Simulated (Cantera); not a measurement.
A Cantera script and its output.

```python
import numpy as np
import cantera as ct

gas = ct.Solution("gri30.yaml")
gas.TPX = 1825, 100000, {'CH4': 1, 'H2': 75, 'H2O': 6.4}
reactor = ct.IdealGasConstPressureReactor(gas, energy="off", clone=False)
net = ct.ReactorNet([reactor])
net.rtol, net.atol = 1e-08, 1e-18
show = ['CH4', 'H2', 'CH2', 'C2H', 'H', 'C2H2', 'C2H4']
times = np.geomspace(8e-05, 10, 15)

steps = ct.SolutionArray(gas, extra=["t"])
rows = []
print(f"{'t/s':>10s}{'T/K':>9s}{'P/Pa':>11s}" + "".join(f"{s:>11s}" for s in show))
for t in times:
    while net.time < t:
        t_next = net.step()
        steps.append(gas.state, t=t_next)
    rows.append([np.interp(t, steps.t, y) for y in (steps.T, steps.P, *steps(*show).X.T)])
    print(f"{t:10.3e}{rows[-1][0]:9.1f}{rows[-1][1]:11.4g}" + "".join(f"{x:11.3e}" for x in rows[-1][2:]))
rate = np.gradient(steps.T, steps.t)
print("integrator steps:", len(steps.t))
if steps.T.max() > steps.T[0] + 200:
    print(f"time of steepest temperature rise: {steps.t[rate.argmax()]:.4e} s")
gas.TPX = 1825, 100000, {'CH4': 1, 'H2': 75, 'H2O': 6.4}
gas.equilibrate("TP")
print(f"equilibrium (TP): T = {gas.T:.1f} K  " + "  ".join(f"{s} {gas[s].X[0]:.3e}" for s in show))
```

It prints:

```
       t/s      T/K       P/Pa        CH4         H2        CH2        C2H          H       C2H2       C2H4
 8.000e-05   1825.0      1e+05  1.209e-02  9.100e-01  8.680e-09  2.988e-14  1.610e-04  1.740e-08  2.456e-07
 1.850e-04   1825.0      1e+05  1.204e-02  9.099e-01  3.113e-08  2.308e-12  3.069e-04  7.046e-07  2.329e-06
 4.278e-04   1825.0      1e+05  1.198e-02  9.098e-01  5.392e-08  4.894e-11  4.061e-04  1.129e-05  8.095e-06
 9.892e-04   1825.0      1e+05  1.188e-02  9.099e-01  5.626e-08  2.468e-10  4.166e-04  5.552e-05  1.053e-05
 2.287e-03   1825.0      1e+05  1.166e-02  9.100e-01  5.533e-08  7.095e-10  4.168e-04  1.596e-04  1.204e-05
 5.290e-03   1825.0      1e+05  1.117e-02  9.103e-01  5.329e-08  1.707e-09  4.171e-04  3.837e-04  1.527e-05
 1.223e-02   1825.0      1e+05  1.021e-02  9.109e-01  4.919e-08  3.681e-09  4.179e-04  8.263e-04  2.173e-05
 2.828e-02   1825.0      1e+05  8.543e-03  9.120e-01  4.208e-08  6.945e-09  4.193e-04  1.556e-03  3.259e-05
 6.540e-02   1825.0      1e+05  6.372e-03  9.136e-01  3.257e-08  1.073e-08  4.214e-04  2.396e-03  4.537e-05
 1.512e-01   1825.0      1e+05  4.469e-03  9.153e-01  2.381e-08  1.250e-08  4.236e-04  2.781e-03  5.091e-05
 3.497e-01   1825.0      1e+05  3.306e-03  9.174e-01  1.777e-08  1.014e-08  4.248e-04  2.256e-03  4.101e-05
 8.087e-01   1825.0      1e+05  2.286e-03  9.199e-01  1.195e-08  5.169e-09  4.253e-04  1.152e-03  2.097e-05
 1.870e+00   1825.0      1e+05  1.090e-03  9.224e-01  5.496e-09  1.185e-09  4.256e-04  2.644e-04  4.827e-06
 4.324e+00   1825.0      1e+05  2.299e-04  9.237e-01  1.131e-09  5.179e-11  4.259e-04  1.157e-05  2.115e-07
 1.000e+01   1825.0      1e+05  7.817e-06  9.240e-01  3.828e-11  5.945e-14  4.263e-04  1.327e-08  2.427e-10
integrator steps: 1288
equilibrium (TP): T = 1825.0 K  CH4 2.527e-08  H2 9.240e-01  CH2 1.242e-13  C2H 1.571e-18  H 4.264e-04  C2H2 3.507e-13  C2H4 6.345e-15
```

Model: GRI-Mech 3.0 (53 species, 325 reactions), integrated in Cantera.
